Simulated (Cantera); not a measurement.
A diamond (100) surface in a fixed gas of H2 with x(CH4) = 0.004, x(H) = 0.036, x(CH3) = 1.8e-05, 10000 Pa; coverages are run to steady state.

Cantera simulation using the Harris–Goodwin 1993 mechanism for the reconstructed diamond (100) surface; the numbers are that mechanism's predictions, not measurements.

One state of this run: growth (µm/h) = 1.69; θ c6HH = 0.437; θ c6H* = 0.0393; θ c6*H = 0.492; θ c6** = 0.0313; θ c6HM = 0.000110. θ: site fractions in the mechanism's names (c6HH fully hydrogenated, c6H* and c6*H radical sites, c6** diradical, c6HM methylated).

Task: Which value of T (K) does it belong to?
A. 1400
B. 1200
C. 1050
D. 1100

Result: B, 1200
